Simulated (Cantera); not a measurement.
What does this Cantera script print?

```python
import numpy as np
import cantera as ct

gas_names = """
    H HNO HNO2 HNO3 HO2 H2 H2O H2O2 N NH NH2 NH3 NH2OH NO NO2 NO3 N2 N2H2 N2H4 N2O O OH O2 O3
""".split()
cond_names = """
    H2O(s) H2O(L)
""".split()


def load(file, names, dense=False):
    # The tables refer to 1 bar. Condensed volumes are neglected.
    table = {s.name: s for s in ct.Species.list_from_file(file)}
    out = []
    for n in names:
        d = dict(table[n].input_data)
        d["thermo"] = dict(d["thermo"], **{"reference-pressure": 1e5})
        if dense:
            d["equation-of-state"] = {"model": "constant-volume", "density": "1e6 g/cm^3"}
        out.append(ct.Species.from_dict(d))
    return out


gas = ct.Solution(thermo="ideal-gas", species=load("nasa_gas.yaml", gas_names))
cond = {s.name: ct.Solution(thermo="fixed-stoichiometry", species=[s], name=s.name)
        for s in load("nasa_condensed.yaml", cond_names, dense=True)}
atoms = {
    'N2O': {'N': 2, 'O': 1},
    'H2': {'H': 2},
    'O2': {'O': 2},
}
top_T = {}  # K; cautious upper limits of use, not melting points


def equilibrate(T, P, feed):
    n = {}
    for name, mol in feed.items():
        for a, k in atoms[name].items():
            n[a] = n.get(a, 0.0) + k * mol
    gas.TPX = T, P, n
    mass = sum(n.values()) * gas.mean_molecular_weight
    gas.equilibrate("TP")
    valid = [c for c in cond.values() if c.min_temp <= T <= top_T.get(c.name, c.max_temp)]
    mix = ct.Mixture([(gas, mass / gas.mean_molecular_weight)] + [(c, 0.0) for c in valid])
    mix.T, mix.P = T, P
    mix.equilibrate("TP", solver="vcs", rtol=1e-11, max_steps=5000)
    return mix


results = []
feed = {'N2O': 1, 'H2': 1.4, 'O2': 0.39}  # mol
P = 1333.22  # Pa
for T in [1000, 1100, 1200, 1300, 1400, 1500, 1600, 1700, 1800, 1900]:
    mix = equilibrate(T, P, feed)
    results.append((T, P, feed, dict(zip(mix.species_names, mix.species_moles))))

top = {s: max(r[3][s] / sum(r[3][g] for g in gas_names) for r in results) for s in gas_names}
cols = sorted((s for s in top if top[s] > 0.001), key=lambda s: -top[s])[:8]
seen = [c for c in cond_names if any(r[3].get(c, 0) > 1e-12 for r in results)]
print("log10 of partial pressures in bar; condensed amounts in mol")
print(f"{'T/K':>10s}" + "".join(f"{s[:9]:>10s}" for s in cols + seen))
for T, P, feed, n in results:
    ng = sum(n[g] for g in gas_names)
    print(f"{T:10.4g}" + "".join(f"{np.log10(max(n[s] / ng * P / 1e5, 1e-99)):10.3f}" for s in cols)
          + "".join(f"{n.get(c, 0):10.4g}" for c in seen))
```

Result:

```
log10 of partial pressures in bar; condensed amounts in mol
       T/K       H2O        N2        O2        OH        NO        H2
      1000    -2.142    -2.288    -3.010    -8.094    -6.763   -10.696
      1100    -2.142    -2.288    -3.010    -7.322    -6.329    -9.518
      1200    -2.142    -2.288    -3.010    -6.678    -5.967    -8.533
      1300    -2.142    -2.288    -3.010    -6.133    -5.661    -7.699
      1400    -2.142    -2.289    -3.011    -5.666    -5.399    -6.982
      1500    -2.143    -2.289    -3.012    -5.261    -5.172    -6.360
      1600    -2.143    -2.289    -3.013    -4.907    -4.974    -5.815
      1700    -2.144    -2.289    -3.016    -4.596    -4.799    -5.333
      1800    -2.145    -2.290    -3.019    -4.319    -4.645    -4.905
      1900    -2.148    -2.291    -3.022    -4.073    -4.508    -4.522
```

These are equilibrium values from Cantera (NASA tables, ideal gas, pure condensed phases), not measurements of a reactor.
